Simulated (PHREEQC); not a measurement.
A solution holds 2 mol NaOH per kg of water, at 25 °C. Closed to the air; pH follows from the charge balance.

Computed with PHREEQC (Pitzer model, pitzer.dat).

Each row changes one thing in this solution. Precipitation was switched off in this run.

| case | pH | ionic strength (mol/kgw) |
|---|---|---|
| as made | 14.20 | 2.00 |
| 0.02 mol/kgw Ca(OH)2 added | 14.20 | 2.06 |
| NaOH replaced by Na2CO3 at the same molality | 11.89 | 5.99 |
| NaOH replaced by NaCl at the same molality | 6.79 | 2.00 |
| NaOH from 2 to 0.4 mol/kgw | 13.44 | 0.400 |

Some of these states are supersaturated (in Portlandite, for instance). In brines, pH and single-ion activities rest on the MacInnes convention.
